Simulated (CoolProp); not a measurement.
A single-stage vapour-compression cycle with hydrogen sulfide: evaporating at 263.15 K (dew point), condensing at 328.15 K (bubble point), superheat 5 K, subcooling 0 K, compressor efficiency 0.85, no pressure losses. Each further row changes one setting.

Values from CoolProp's reference Helmholtz-energy equation of state, Lemmon 2006. It is a short technical equation, of lower accuracy than the large ones.

| case | cooling COP | pressure ratio | discharge temperature (K) | refrigerating effect (kJ/kg) | volumetric capacity (kJ/m³) |
|---|---|---|---|---|---|
| as stated | (withheld) | 5.18 | 423.3 | 338 | 4310 |
| evaporating temperature 268.15 K | 2.71 | 4.43 | 413.6 | (withheld) | 5030 |
| condensing temperature 323.15 K | (withheld) | 4.67 | 411.8 | 351 | 4470 |
| subcooling 5 K | 2.50 | 5.18 | 423.3 | 351 | 4480 |
| superheat 15 K | 2.37 | 5.18 | 438.4 | 350 | 4250 |
| compressor efficiency 0.75 | 2.12 | 5.18 | 438.4 | 338 | 4310 |

Problem. Fill in the missing entries.

Solution. 
- as stated, cooling COP: 2.41
- evaporating temperature 268.15 K, refrigerating effect (kJ/kg): 341
- condensing temperature 323.15 K, cooling COP: 2.70
